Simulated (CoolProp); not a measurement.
2000 sccm (0 °C, 1 atm) of nitrogen bubbles through liquid n-undecane at 348.9 K and leaves saturated at a total pressure of 0.0334 MPa (ideal gas phase). Each further row changes one setting.

Model: reference Helmholtz-energy equation of state, Aleksandrov 2011, in CoolProp. It is a short technical equation, of lower accuracy than the large ones.

| case | vapour pressure (kPa) | mole fraction of vapour | delivery (mg/min) | delivery (sccm) | change of delivery for a bath 1 K warmer (%) |
|---|---|---|---|---|---|
| as stated | 1.40 | 0.0420 | 611 | 87.7 | 5.5 |
| bath temperature 353.9 K | 1.81 | 0.0541 | 798 | 114 | 5.4 |
| total pressure 0.0668 MPa | 1.40 | 0.0210 | 299 | 42.9 | 5.4 |
